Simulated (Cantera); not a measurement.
Feed: 1 mol PbO, 0.54 mol CO, 16 mol N2, at 1498 K and 1400 Pa.

These are equilibrium values from Cantera (NASA tables, ideal gas, pure condensed phases), not measurements of a reactor. Candidate condensed phases: C, Pb, PbO, PbO2, Pb3O4; 27 gas species. Gases not in the tables: (PbO)n polymers. The numbers say what is thermodynamically allowed, not how fast it happens.

Task: What is the equilibrium state?

Result: 
```json
{
  "x(N2)": "0.911",
  "x(Pb)": "0.0327",
  "x(CO2)": "0.0307",
  "x(PbO)": "0.0243",
  "x(O2)": "0.000939",
  "x(NO)": "8.71e-5",
  "x(CO)": "4.02e-5",
  "x(O)": "1.02e-6",
  "gas_amount": "17.56 mol",
  "log10 activity of Pb(l) (absent)": "-1.72",
  "log10 activity of C(graphite) (absent)": "-12.30"
}
```
